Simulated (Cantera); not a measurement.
Mixture: 6.97 % CH4, 3.91 % CO, 18.7 % O2, 70.4 % N2, equivalence ratio 0.85, at 780000 Pa, adiabatic and at constant pressure. Ignition delay is the time to a rise of 400 K.

Detailed kinetics in Cantera: GRI-Mech 3.0 (53 species, 325 reactions).

Q: At T0 = 1525 K, what is the delay, and which 6 reactions control it most (d ln τ / d ln k, from doubling and halving each rate constant)?

A: The delay is 0.183 ms.
| reaction | d ln τ / d ln k | faster rate |
|---|---|---|
| CH3 + O2 <=> CH3O + O | -0.51 | shortens it |
| 2 CH3 (+M) <=> C2H6 (+M) | 0.46 | lengthens it |
| H + O2 <=> O + OH | -0.36 | shortens it |
| CH3 + HO2 <=> CH3O + OH | -0.28 | shortens it |
| CH4 + H <=> CH3 + H2 | 0.26 | lengthens it |
| CH3 + O2 <=> CH2O + OH | -0.22 | shortens it |
